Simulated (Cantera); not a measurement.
## Stirred combustor or abatement burner

A perfectly stirred reactor is fed with CH4 : O2 : N2 = 1 : 2.78 : 11.4 (molar parts), at 500000 Pa; it is adiabatic with a 523 K inlet, and is followed from long to short residence time, starting on the burning branch (τ in s: 0.13, 0.044, 0.015, 0.0052, 0.0018, 0.00061, 0.00021, 7.1e-05, 2.4e-05, 8.3e-06).

Detailed kinetics in Cantera: GRI-Mech 3.0 (53 species, 325 reactions).

| τ (s) | T (K) | x CH4 | x O2 | x CH2O | x CH3 | x C2H6 | x NO2 | x N2O |
|---|---|---|---|---|---|---|---|---|
| 0.13 | 1964 | 2.28e-6 | 0.0511 | 2.67e-7 | 6.79e-7 | 1.60e-11 | 3.82e-7 | 4.59e-7 |
| 0.044 | 1963 | 5.96e-6 | 0.0512 | 7.16e-7 | 1.79e-6 | 1.04e-10 | 1.93e-7 | 5.45e-7 |
| 0.015 | 1960 | 1.40e-5 | 0.0513 | 1.75e-6 | 4.22e-6 | 5.13e-10 | 1.28e-7 | 7.35e-7 |
| 0.0052 | 1953 | 3.00e-5 | 0.0515 | 3.93e-6 | 8.89e-6 | 1.90e-9 | 1.08e-7 | 1.05e-6 |
| 0.0018 | 1941 | 6.19e-5 | 0.0520 | 8.46e-6 | 1.75e-5 | 5.99e-9 | 9.42e-8 | 1.38e-6 |
| 0.00061 | 1918 | 0.000131 | 0.0530 | 1.83e-5 | 3.40e-5 | 1.86e-8 | 7.41e-8 | 1.49e-6 |
| 0.00021 | 1875 | 0.000296 | 0.0553 | 4.00e-5 | 6.73e-5 | 6.65e-8 | 5.15e-8 | 1.32e-6 |
| 7.1e-5 | 1783 | 0.000917 | 0.0615 | 0.000108 | 0.000167 | 5.62e-7 | 2.80e-8 | 9.33e-7 |
| 2.4e-5 | 523 | 0.0659 | 0.183 | <1e-12 | <1e-12 | <1e-12 | <1e-12 | <1e-12 |
| 8.3e-6 | 523 | 0.0659 | 0.183 | <1e-12 | <1e-12 | <1e-12 | <1e-12 | <1e-12 |
x: mole fraction; the columns are a selection and need not sum to one.
